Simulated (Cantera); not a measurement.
An adiabatic, constant-pressure homogeneous reactor starts with 26.8 % H₂, 15.4 % O₂, 57.8 % N₂, at 1673 K and 750 Torr.

Computed with Cantera and the H2/O2 subset of GRI-Mech 3.0, which has no nitrogen chemistry.

Task: Predict: time of steepest temperature rise; temperature at 0.600 s; equilibrium temperature; x(H₂) at 0.600 s; x(O₂) at 0.600 s; x(OH) at 0.600 s; x(H) at 0.600 s; x(HO₂) at 0.600 s.

Result: 
```
Property                                                            Result
---------------------------------  ---------------------------------------
time of steepest temperature rise                                  7.93 µs
temperature at 0.600 s                                              2874 K
equilibrium temperature                                             2874 K
x(H₂) at 0.600 s                     0.0378 (gas-phase equilibrium 0.0378)
x(O₂) at 0.600 s                     0.0304 (gas-phase equilibrium 0.0304)
x(OH) at 0.600 s                     0.0372 (gas-phase equilibrium 0.0372)
x(H) at 0.600 s                      0.0207 (gas-phase equilibrium 0.0207)
x(HO₂) at 0.600 s                  1.18e-5 (gas-phase equilibrium 1.18e-5)
```
